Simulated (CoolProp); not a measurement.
Saturation properties of n-pentane (Tc = 469.7 K, pc = 3368 kPa, ω = 0.251).

The numbers come from the reference Helmholtz-energy equation of state, Thol 2019 in CoolProp.

| T (K) | p (kPa) | vapour density (kg/m³) | enthalpy of vaporisation (kJ/kg) | vapour viscosity (µPa s) | liquid conductivity (mW/(m K)) |
|---|---|---|---|---|---|
| 220.9 | 1.149 | 0.04519 | 421.0 | 4.97 | 142 |
| 238.6 | 3.863 | 0.1410 | 408.9 | 5.38 | 135 |
| 256.2 | 10.64 | 0.3634 | 396.8 | 5.78 | 128 |
| 273.9 | 25.30 | 0.8147 | 384.4 | 6.17 | 121 |
| 291.5 | 53.05 | 1.624 | 371.5 | 6.55 | 114 |
| 309.2 | 101.3 | 2.974 | 357.7 | 6.90 | 108 |
| 326.8 | 178.0 | 5.059 | 343.0 | 7.23 | 102 |
| 344.5 | 294.0 | 8.166 | 326.7 | 7.54 | 96.0 |
| 362.1 | 458.9 | 12.60 | 308.8 | 7.82 | 90.7 |
| 379.8 | 686.7 | 18.86 | 288.6 | 8.07 | 85.8 |
| 397.4 | 987.7 | 27.56 | 265.5 | 8.31 | 81.5 |
| 415.1 | 1380 | 39.90 | 238.0 | 8.58 | 77.8 |
| 432.7 | 1875 | 57.90 | 204.3 | 8.93 | 75.1 |
| 450.4 | 2499 | 87.37 | 158.0 | 9.57 | 74.1 |

It boils at 309.2 K under 1 atm.

Viscosity comes from a separate model (Quiñones-Cisneros 2006), older than the equation that it now runs on, and unchecked against measurements. Thermal conductivity comes from a separate model (Vassiliou 2015).
